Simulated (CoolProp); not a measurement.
The numbers come from the reference Helmholtz-energy equation of state, Thol 2014 in CoolProp.

For chloromethane (R40), give the phase and the density (kg/m³), Joule-Thomson coefficient (K/MPa), expansivity (1/kK) at 266.9 K and 1950 kPa.


- 266.9 K and 1950 kPa: liquid; density 975, Joule-Thomson coefficient -0.328, expansivity 1.86
